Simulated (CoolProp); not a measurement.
Properties of methane at several states.

The numbers come from the reference Helmholtz-energy equation of state, Setzmann 1991 in CoolProp.

```
T (°C)   p (bar)   phase  cp (kJ/(kg K))  cv (kJ/(kg K))  speed of sound (m/s)  Joule-Thomson coefficient (K/MPa)  viscosity (µPa s)  fugacity coefficient
-------  -------  ------  --------------  --------------  --------------------  ---------------------------------  -----------------  --------------------
99.75       5.34     gas               ?           1.924                 495.1                                  ?               13.5                0.9964
-156.45     43.5  liquid           3.466           2.046                     ?                            -0.4140                110                     ?
193.65       7.3     gas           2.788           2.258                 546.1                              1.469               16.2                0.9991
174.05      17.1     gas           2.738           2.188                 536.9                              1.618               15.8                0.9966
311.85       1.9     gas           3.219               ?                 601.5                                  ?                  ?                 1.000
```

What belongs in the gaps?


- 99.75, cp (kJ/(kg K)): 2.457
- 99.75, Joule-Thomson coefficient (K/MPa): 2.638
- -156.45, speed of sound (m/s): 1330
- -156.45, fugacity coefficient: 0.03902
- 311.85, cv (kJ/(kg K)): 2.699
- 311.85, Joule-Thomson coefficient (K/MPa): 0.7476
- 311.85, viscosity (µPa s): 19.1

Viscosity comes from a separate model (Quiñones-Cisneros 2006).
